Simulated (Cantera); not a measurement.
An isothermal, constant-pressure homogeneous reactor starts with 4.35 % CH4, 95.7 % N2, at 1525 K and 0.990 bar.

Detailed kinetics in Cantera: GRI-Mech 3.0 (53 species, 325 reactions). GRI-Mech 3.0 stops at C3 and has no aromatics, soot or wall deposition, so with more carbon than oxygen in the feed, carbon stays in small species such as C2H2 where larger ones or solid carbon would form.

x: mole fraction; the columns are a selection and need not sum to one.

```csv
t (s),x CH4,x H2,x H,x C2H4,x CH2,x C2H6
1.00e-6,0.0435,6.77e-9,1.31e-8,<1e-12,<1e-12,<1e-12
3.46e-6,0.0435,4.76e-8,2.11e-8,<1e-12,<1e-12,<1e-12
1.19e-5,0.0435,2.15e-7,2.21e-8,1.79e-12,<1e-12,1.17e-11
4.12e-5,0.0435,7.98e-7,2.21e-8,1.07e-10,3.46e-12,5.31e-10
0.000143,0.0435,2.82e-6,2.23e-8,4.85e-9,3.38e-11,2.18e-8
0.000492,0.0435,(withheld),(withheld),(withheld),3.23e-10,(withheld)
0.00170,0.0434,4.28e-5,3.73e-8,4.55e-6,1.65e-9,1.29e-5
0.00588,0.0431,(withheld),(withheld),(withheld),(withheld),(withheld)
0.0203,0.0416,0.00177,3.71e-7,0.000528,1.14e-8,0.000174
0.0702,0.0366,0.00877,1.12e-6,0.000882,8.06e-9,0.000103
0.242,0.0277,0.0223,2.21e-6,0.000337,4.38e-9,3.86e-5
0.838,0.0156,0.0399,3.65e-6,0.000188,2.19e-9,9.87e-6
2.89,0.00590,0.0538,5.00e-6,0.000219,8.75e-10,1.40e-6
10.0,0.00200,0.0594,5.72e-6,0.000255,3.20e-10,1.98e-7
```

Task: Some entries are withheld; supply them.

Result: 
- 0.000492, x H2: 1.01e-5
- 0.000492, x H: 2.47e-8
- 0.000492, x C2H4: 1.89e-7
- 0.000492, x C2H6: 7.59e-7
- 0.00588, x H2: 0.000240
- 0.00588, x H: 8.91e-8
- 0.00588, x C2H4: 6.07e-5
- 0.00588, x CH2: 5.21e-9
- 0.00588, x C2H6: 7.11e-5
